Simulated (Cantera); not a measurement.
A perfectly stirred reactor is fed with 12.0 % CH₄, 18.5 % O₂, 69.5 % N₂, equivalence ratio 1.3, at 3.30 bar; it is adiabatic with a 723 K inlet, and is followed from long to short residence time, starting on the burning branch (τ in s: 0.023, 0.0094, 0.0039, 0.0016, 0.00066, 0.00027, 0.00011, 4.6e-05, 1.9e-05, 7.9e-06).

Detailed kinetics in Cantera: GRI-Mech 3.0 (53 species, 325 reactions).

Q: Predict: blow-out, bracketed by the residence times tried; x(CH₄) at τ = 23.0 ms; x(O₂) at τ = 23.0 ms; x(CO₂) at τ = 23.0 ms; x(OH) at τ = 23.0 ms; x(H) at τ = 23.0 ms; x(CH₄) at τ = 0.270 ms; x(O₂) at τ = 0.270 ms; x(CO₂) at τ = 0.270 ms; x(OH) at τ = 0.270 ms; x(H) at τ = 0.270 ms.

A: 
```json
{
  "blow_out_bracketed_by_the_residence_times_tried": "burning at 46.0 µs, out at 19.0 µs",
  "x(CH₄) at τ = 23.0 ms": "2.05e-5",
  "x(O₂) at τ = 23.0 ms": "0.000148",
  "x(CO₂) at τ = 23.0 ms": "0.0497",
  "x(OH) at τ = 23.0 ms": "0.00148",
  "x(H) at τ = 23.0 ms": "0.00191",
  "x(CH₄) at τ = 0.270 ms": "0.000291",
  "x(O₂) at τ = 0.270 ms": "0.00247",
  "x(CO₂) at τ = 0.270 ms": "0.0474",
  "x(OH) at τ = 0.270 ms": "0.00378",
  "x(H) at τ = 0.270 ms": "0.00550"
}
```
